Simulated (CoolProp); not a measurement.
The fluoroketone C6F12O (FK-5-1-12) along the isobar 8.61 bar: density (kg/m³) from the reference equation and from simpler models built on Tc = 441.8 K, pc = 18.69 bar, ω = 0.471; each cubic takes its own stable root.

Values from CoolProp's reference Helmholtz-energy equation of state, McLinden 2015.

```csv
T (K),phase,reference
427.1,gas,97.48
437.5,gas,92.37
447.9,gas,88.05
458.3,gas,84.33
468.7,gas,81.05
479.2,gas,78.11
489.6,gas,75.47
500,gas,73.08
```

How far does each simpler model (ideal gas, Redlich-Kwong, Soave-Redlich-Kwong, Peng-Robinson) lie from the reference over these 8 states: mean and median of the absolute difference, and the worst?


- ideal gas: mean 15.1 %, median 14.6 %, worst -21.4 % at 427.1 K and 8.61 bar
- Redlich-Kwong: mean 0.9 %, median 0.9 %, worst -1.7 % at 427.1 K and 8.61 bar
- Soave-Redlich-Kwong: mean 0.5 %, median 0.5 %, worst -0.7 % at 427.1 K and 8.61 bar
- Peng-Robinson: mean 1.4 %, median 1.4 %, worst +1.5 % at 437.5 K and 8.61 bar
